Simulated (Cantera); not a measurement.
An isothermal plug-flow reactor at 798 K and 1.00 bar (inlet), inlet velocity 0.91 m/s, active area per volume 580 1/m; feed CH₄ : O₂ : N₂ : H₂O = 0.0031 : 0.012 : 0.79 : 0.051 (molar parts), equivalence ratio 0.52.

Computed with Cantera and Deutschmann's 1995 Pt surface mechanism with GRI-Mech 3.0 gas chemistry. Catalytic surfaces can have several steady states; this one follows from the mechanism file's or the stated starting coverage. Mass transfer to the wall is taken as infinitely fast.

Problem. What does this change do: area per volume 580 to 230 1/m?

Solution. 
```tsv
quantity	before	after
x(CH₄) at z = 0.03 m	0.00316	0.00343
x(O₂) at z = 0.03 m	0.0131	0.0136
x(H₂O) at z = 0.03 m	0.0605	0.0599
x(CO₂) at z = 0.03 m	0.000458	0.000186
x(CO) at z = 0.03 m	5.64e-7	6.10e-7
θ(free Pt) at the exit	0.0778	0.0768
θ(O*) at the exit	0.915	0.916
θ(OH*) at the exit	0.00708	0.00701
```

Problem. What does this change do: temperature 798 to 975 K?

Solution. 
```tsv
quantity	before	after
x(CH₄) at z = 0.03 m	0.00316	0.000111
x(O₂) at z = 0.03 m	0.0131	0.00703
x(H₂O) at z = 0.03 m	0.0605	0.0666
x(CO₂) at z = 0.03 m	0.000458	0.00349
x(CO) at z = 0.03 m	5.64e-7	7.15e-8
θ(free Pt) at the exit	0.0778	0.312
θ(O*) at the exit	0.915	0.682
θ(OH*) at the exit	0.00708	0.00586
```
